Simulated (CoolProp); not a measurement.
Methane at several states: fugacity coefficient from the reference equation and from simpler models built on Tc = 190.6 K, pc = 4.599 MPa, ω = 0.011; each cubic takes its own stable root.

Model: reference Helmholtz-energy equation of state, Setzmann 1991, in CoolProp.

```tsv
T (K)	p (MPa)	phase	reference
409.9	10.1	supercritical	0.9676
488.5	10.3	supercritical	0.9994
225.4	6.5	supercritical	0.7347
110.9	0.0189	gas	0.9934
145.6	0.449	gas	0.9292
```

Q: How far does each simpler model (van der Waals, Redlich-Kwong, Peng-Robinson) lie from the reference over these 5 states: mean and median of the absolute difference, and the worst?

A: 
- van der Waals: mean 1.7 %, median 1.8 %, worst -3.2 % at 409.9 K and 10.1 MPa
- Redlich-Kwong: mean 0.4 %, median 0.4 %, worst -0.8 % at 488.5 K and 10.3 MPa
- Peng-Robinson: mean 1.6 %, median 1.4 %, worst -4.2 % at 225.4 K and 6.5 MPa
